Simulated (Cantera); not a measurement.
Feed: 1 mol B, 0.18 mol H₂O, 0.71 mol N₂, held at 977 °C and 290 Pa.

These are equilibrium values from Cantera (NASA tables, ideal gas, pure condensed phases), not measurements of a reactor. Candidate condensed phases: B, BN, B₂O₃, B₃O₃H₃, H₂O; 39 gas species. N₂ is the only nitrogen source here; it is nearly inert below about 1500 K, so the nitride shown seldom forms there in practice. Mutual solubility and eutectic melting of coexisting phases are not modelled. The numbers say what is thermodynamically allowed, not how fast it happens.

Base state: N₂ 0.600, H₂ 0.399, HBO₂ 0.000625, H₂O 0.000418, HBO 5.03e-5, B₂O₃ 1.52e-5 (mole fractions); condensed: BN(s) + B₂O₃(l).

Question: What changes in the equilibrium state with this change: temperature from 977 °C to 1852 °C?

Answer: 
| species | before | after |
|---|---|---|
| N₂ | 0.600 | 0.485 |
| H₂ | 0.399 | 0.239 |
| BO | 2.83e-8 | 0.124 |
| B₂O₂ | 1.07e-7 | 0.0464 |
| H | 5.67e-6 | 0.0330 |
| HBO | 5.03e-5 | 0.0697 |
| B₂O | <1e-9 | 0.00171 |
| B | <1e-9 | 0.000226 |
| BH₂ | <1e-9 | 0.000153 |
| H₂O | 0.000418 | 3.64e-6 |
| BN(s), mol | 0.880 | 0.819 |
| B₂O₃(l), mol | 0.0597 | 0 |
The tables' values for BH₂ are old estimates; treat these amounts as uncertain.

Question: What changes in the equilibrium state with this change: temperature from 977 °C to 2027 °C?

Answer: 
| species | before | after |
|---|---|---|
| N₂ | 0.600 | 0.652 |
| BO | 2.83e-8 | 0.126 |
| H₂ | 0.399 | 0.123 |
| H | 5.67e-6 | 0.0629 |
| HBO | 5.03e-5 | 0.0218 |
| B₂O | <1e-9 | 0.00355 |
| B | <1e-9 | 0.00350 |
| BN(s), mol | 0.880 | 0 |
| B₂O₃(l), mol | 0.0597 | 0 |
| B(s), mol | 0 | 0.812 |
The tables' values for BH₂ are old estimates; treat these amounts as uncertain.
